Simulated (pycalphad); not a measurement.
Effect of Zr content in Al-Si-Zr

Computed with pycalphad from the COST 507 light-alloy database (1999), at 1 atm. The data set is of 1999 and partly superseded. The system is extrapolated from its subsystems; higher-order compounds may be missing. Amounts are mole fractions of atoms.

```csv
alloy,liquidus (°C),first solid,solidus (°C),phases at 677 °C
Al-1.05Si-0.24Zr (at.%),850,AL3ZR,616,"liquid 0.99, AL3ZR 0.01"
Al-1.05Si-0.49Zr (at.%),938,AL3ZR,626,"liquid 0.98, AL3ZR 0.02"
Al-1.05Si-0.73Zr (at.%),993,AL3ZR,640,"liquid 0.97, AL3ZR 0.03"
Al-1.05Si-1.47Zr (at.%),1100,AL3ZR,651,"liquid 0.94, AL3ZR 0.06"
Al-1.05Si-1.96Zr (at.%),1149,AL3ZR,651,"liquid 0.92, AL3ZR 0.08"
```

Database names, with the compositions (at.%) that they take in these runs: AL3ZR: Al 75 Zr 25.
